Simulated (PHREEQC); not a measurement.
Consider water at 20 °C with 5.7 mmol/kgw H2SeO4 and 24 mmol/kgw NaHCO3. Closed to the air; pH follows from the charge balance.

Computed with PHREEQC (ion-association model, wateq4f.dat).

Precipitation was switched off in this run.

Predict the pH, ionic strength.

pH 6.35; ionic strength 0.0296 mol/kgw.

In which forms is C present?

HCO3- 52 %, CO2 48 %, NaHCO3 0.5 % of the C.

Species that the database lacks are ignored.
